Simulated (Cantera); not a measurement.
An adiabatic, constant-pressure homogeneous reactor starts with 16.5 % H2, 17.5 % O2, 65.9 % N2, 0.112 % NO, at 1148 K and 750 Torr.

Computed with Cantera and GRI-Mech 3.0 (53 species, 325 reactions). The mechanism lacks 2 NO + O2 → 2 NO2 and HONO, so NO2 and the effect of NO are under-described below about 1400 K.

**Question.** Predict: time of steepest temperature rise; temperature at 9.00 s; equilibrium temperature; x(H2) at 9.00 s; x(O2) at 9.00 s; x(NO) at 9.00 s; x(NO2) at 9.00 s; x(HO2) at 9.00 s; x(H) at 9.00 s.

**Answer.** 
```
Item                                                                   Value
---------------------------------  -----------------------------------------
time of steepest temperature rise                                    65.2 µs
temperature at 9.00 s                                                 2261 K
equilibrium temperature                                               2261 K
x(H2) at 9.00 s                    0.000948 (gas-phase equilibrium 0.000948)
x(O2) at 9.00 s                        0.0945 (gas-phase equilibrium 0.0945)
x(NO) at 9.00 s                      0.00926 (gas-phase equilibrium 0.00926)
x(NO2) at 9.00 s                     7.27e-6 (gas-phase equilibrium 7.27e-6)
x(HO2) at 9.00 s                     5.23e-6 (gas-phase equilibrium 5.23e-6)
x(H) at 9.00 s                     0.000245 (gas-phase equilibrium 0.000245)
```
